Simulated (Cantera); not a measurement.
Charge: 1 mol Fe2O3, 4.5 mol Cl2, 2 mol O2, at 1400 °C and 0.000140 bar.

Equilibrium computed with Cantera from the NASA thermochemical tables; the gas is ideal and each condensed phase is pure. Candidate condensed phases: Fe, FeCl2, FeCl3, FeO, Fe2O3, Fe3O4; 13 gas species. The numbers say what is thermodynamically allowed, not how fast it happens.

Base state: Cl 0.474, O2 0.333, FeCl2 0.190, O 0.00163, Cl2 0.00114, FeCl3 0.000103, ClO 6.52e-5 (mole fractions); condensed: gas only.

Task: What changes in the equilibrium state with this change: Fe2O3 replaced by CaO?

Result: 
```json
[
 {"species": "Cl", "before": "0.474", "after": "0.663"},
 {"species": "O2", "before": "0.333", "after": "0.238"},
 {"species": "CaCl2", "before": "0", "after": "0.0954"},
 {"species": "FeCl2", "before": "0.190", "after": "0"},
 {"species": "FeCl3", "before": "0.000103", "after": "0"},
 {"species": "Cl2", "before": "0.00114", "after": "0.00222"}
]
```
Further candidate phases: Ca, CaCl2, CaO.

Task: What changes in the equilibrium state with this change: pressure from 0.000140 bar to 0.0100 bar?

Result: 
| species | before | after |
|---|---|---|
| Cl | 0.474 | 0.389 |
| O2 | 0.333 | 0.353 |
| FeCl2 | 0.190 | 0.196 |
| Cl2 | 0.00114 | 0.0547 |
| FeCl3 | 0.000103 | 0.00620 |
| O | 0.00163 | 0.000199 |
| ClO | 6.52e-5 | 0.000466 |
